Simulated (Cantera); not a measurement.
Charge: 1 mol Al(CH₃)₃, 2.8 mol N₂O, 32 mol N₂, equilibrated at 677 °C.

Equilibrium computed with Cantera from the NASA thermochemical tables; the gas is ideal and each condensed phase is pure. Candidate condensed phases: Al, AlN, Al₂O₃, C, C₆H₆, C₇H₈, C₈H₁₈, H₂O; 148 gas species. The feed counts by its element totals alone. Equilibrium is a limit: real reactors are often held back by kinetics, nucleation or transport.

x: gas mole fraction; n: condensed amount in mol.

```
P (Pa)   x N₂   x H₂    x CO  x H₂O  n Al₂O₃(s)  n C(graphite)
------  -----  -----  ------  -----  ----------  -------------
10      0.857  0.111  0.0320    ___       0.500           1.70
28      0.857  0.111  0.0320    ___       0.500           1.70
77      0.857  0.111  0.0320    ___       0.500           1.70
220     0.857  0.111  0.0320    ___       0.500           1.70
600     0.857  0.111  0.0320    ___       0.500           1.70
1700    0.857  0.111  0.0319    ___       0.500           1.70
4600    0.857  0.111  0.0317    ___       0.500           1.71
13000   0.858  0.110  0.0312    ___       0.500           1.71
36000   0.859  0.109  0.0299    ___       0.500           1.74
100000  0.862  0.105  0.0271    ___       0.500           1.78
```

Question: Complete the blanks.

Answer: 
- 10, x H₂O: 3.31e-7
- 28, x H₂O: 9.28e-7
- 77, x H₂O: 2.55e-6
- 220, x H₂O: 7.29e-6
- 600, x H₂O: 1.99e-5
- 1700, x H₂O: 5.61e-5
- 4600, x H₂O: 0.000151
- 13000, x H₂O: 0.000417
- 36000, x H₂O: 0.00109
- 100000, x H₂O: 0.00266
